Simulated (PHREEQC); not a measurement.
A solution holds 0.054 mol/kgw LiOH and 0.019 mol/kgw ZnI2, at 35 °C. Closed to the air; pH follows from the charge balance.

Computed with PHREEQC (ion-association model, wateq4f.dat).

This is a speciation only: nothing precipitates in the calculation.

Question: Predict the pH, ionic strength.

Answer: pH 11.37; ionic strength 0.0546 mol/kgw.

Question: In which forms is Zn present?

Answer: Zn(OH)2 50 %, Zn(OH)3- 46 %, Zn(OH)4-2 3.2 % of the Zn.

Examples of supersaturated solids here: Zincite(c) (slow to form). Others may be too.
